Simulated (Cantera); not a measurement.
**Equilibrium for fluorocarbon and chlorocarbon gases: C2F6 + H2**

A closed system holds: 1 mol C2F6, 8.4 mol H2, held at 0.0368 Torr.

Cantera equilibrium calculation (NASA polynomials, part measured and part estimated; ideal gas, pure solids and liquids). Candidate condensed phases: C, C6H6, C7H8, C8H18; 95 gas species. The feed counts by its element totals alone. Rates play no part.

```csv
T (K),x H,x HF,x H2,x F,x C3,x C,n C(graphite)
1098,2.43e-6,0.526,0.474,1.42e-12,<1e-12,<1e-12,2.00
1298,0.000105,0.526,0.474,5.97e-10,<1e-12,<1e-12,2.00
1498,0.00169,0.526,0.472,5.09e-8,<1e-12,<1e-12,2.00
1698,0.0141,0.523,0.463,1.54e-6,8.54e-11,2.90e-10,2.00
1898,0.0724,0.507,0.420,2.32e-5,3.99e-8,6.13e-8,2.00
2098,0.240,0.463,0.297,0.000224,5.63e-6,4.65e-6,1.99
2298,0.477,0.398,0.122,0.00184,0.000329,0.000165,1.96
2498,0.600,0.341,0.0284,0.0150,0.00983,0.00330,1.38
2698,0.632,0.230,0.00615,0.0797,0.0234,0.0216,0
```
x: gas mole fraction; n: condensed amount in mol.

From 1098 K to 2498 K the condensed part is C(graphite). At 2698 K nothing is condensed. The main C-bearing gas is CH4 at 1098 K and C3 at 2698 K.
